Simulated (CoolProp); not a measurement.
Properties of normal hydrogen at several states (Tc = 33.1 K, pc = 1296 kPa, ω = -0.219).

The numbers come from the reference Helmholtz-energy equation of state, Leachman 2009 in CoolProp.

```json
[
 {"T (K)": "450.1", "p (kPa)": "488", "phase": "gas", "density (kg/m³)": "0.2623", "speed of sound (m/s)": "1614", "Joule-Thomson coefficient (K/MPa)": "[?]", "conductivity (mW/(m K))": "252", "fugacity coefficient": "1.002"},
 {"T (K)": "292.8", "p (kPa)": "59.7", "phase": "gas", "density (kg/m³)": "0.04942", "speed of sound (m/s)": "1304", "Joule-Thomson coefficient (K/MPa)": "-0.2890", "conductivity (mW/(m K))": "183", "fugacity coefficient": "1.000"},
 {"T (K)": "605.4", "p (kPa)": "1020", "phase": "gas", "density (kg/m³)": "0.4071", "speed of sound (m/s)": "1873", "Joule-Thomson coefficient (K/MPa)": "-0.5500", "conductivity (mW/(m K))": "[?]", "fugacity coefficient": "1.003"},
 {"T (K)": "959.5", "p (kPa)": "23.4", "phase": "gas", "density (kg/m³)": "0.005913", "speed of sound (m/s)": "[?]", "Joule-Thomson coefficient (K/MPa)": "[?]", "conductivity (mW/(m K))": "445", "fugacity coefficient": "1.000"},
 {"T (K)": "994.4", "p (kPa)": "494", "phase": "gas", "density (kg/m³)": "0.1203", "speed of sound (m/s)": "[?]", "Joule-Thomson coefficient (K/MPa)": "-0.5895", "conductivity (mW/(m K))": "[?]", "fugacity coefficient": "1.001"},
 {"T (K)": "127", "p (kPa)": "676", "phase": "gas", "density (kg/m³)": "1.287", "speed of sound (m/s)": "899.9", "Joule-Thomson coefficient (K/MPa)": "[?]", "conductivity (mW/(m K))": "87.3", "fugacity coefficient": "1.003"}
]
```

Question: Some entries are withheld; supply them.

Answer: 
- 450.1, Joule-Thomson coefficient (K/MPa): -0.4767
- 605.4, conductivity (mW/(m K)): 312
- 959.5, speed of sound (m/s): 2339
- 959.5, Joule-Thomson coefficient (K/MPa): -0.5902
- 994.4, speed of sound (m/s): 2381
- 994.4, conductivity (mW/(m K)): 458
- 127, Joule-Thomson coefficient (K/MPa): 0.6668

Thermal conductivity comes from a separate model (Assael 2011).
